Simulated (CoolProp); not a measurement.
A closed Brayton cycle with carbon dioxide: compressor inlet 328.15 K and 9.3 MPa, high pressure 18 MPa, turbine inlet 890 K, compressor efficiency 0.85, turbine efficiency 0.9, recuperator effectiveness 0.95 (on enthalpy, no pinch check). Each further row changes one setting.

Model: reference Helmholtz-energy equation of state, Span 1996, in CoolProp.

| case | thermal efficiency (%) | net work (kJ/kg) | compressor to turbine work | compressor exit (K) | turbine exit (K) |
|---|---|---|---|---|---|
| as stated | 35.6 | 66.7 | 0.31 | 379.8 | 806.0 |
| turbine inlet 840 K | 34.0 | … | … | 379.8 | 759.0 |
| compressor inlet 338.15 K | 35.1 | … | 0.36 | … | 806.0 |
| high pressure 15.3 MPa | … | 52.0 | … | 366.9 | 826.3 |
| recuperator effectiveness 0.5 | … | 66.7 | 0.31 | 379.8 | 806.0 |

Task: Complete the blanks.

Result: 
- turbine inlet 840 K, net work (kJ/kg): 60.8
- turbine inlet 840 K, compressor to turbine work: 0.33
- compressor inlet 338.15 K, net work (kJ/kg): 62.0
- compressor inlet 338.15 K, compressor exit (K): 395.0
- high pressure 15.3 MPa, thermal efficiency (%): 33.3
- high pressure 15.3 MPa, compressor to turbine work: 0.30
- recuperator effectiveness 0.5, thermal efficiency (%): 16.1
